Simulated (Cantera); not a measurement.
An isothermal, constant-pressure homogeneous reactor starts with 27.0 % NH₃, 73.0 % H₂, at 1575 K and 0.671 atm.

Computed with Cantera and the gas-phase N/H chemistry of the illustrative SiF4/NH3 mechanism in the Surface Chemkin manual (1991). Walls and surfaces, which speed up NH3 decomposition in real reactors, are not modelled.

Task: Predict: x(NH₃) at 30.0 s; x(H₂) at 30.0 s; x(N₂H₄) at 30.0 s; x(N) at 30.0 s; x(NH₂) at 30.0 s; x(NH) at 30.0 s; x(N₂) at 30.0 s.

Result: 
```json
{
 "x(NH₃) at 30.0 s": "0.146 (gas-phase equilibrium 9.23e-6)",
 "x(H₂) at 30.0 s": "0.805 (gas-phase equilibrium 0.894)",
 "x(N₂H₄) at 30.0 s": "7.07e-9 (gas-phase equilibrium <1e-12)",
 "x(N) at 30.0 s": "1.67e-9 (gas-phase equilibrium <1e-12)",
 "x(NH₂) at 30.0 s": "1.64e-5 (gas-phase equilibrium 1.16e-9)",
 "x(NH) at 30.0 s": "6.20e-8 (gas-phase equilibrium 4.92e-12)",
 "x(N₂) at 30.0 s": "0.0491 (gas-phase equilibrium 0.106)"
}
```
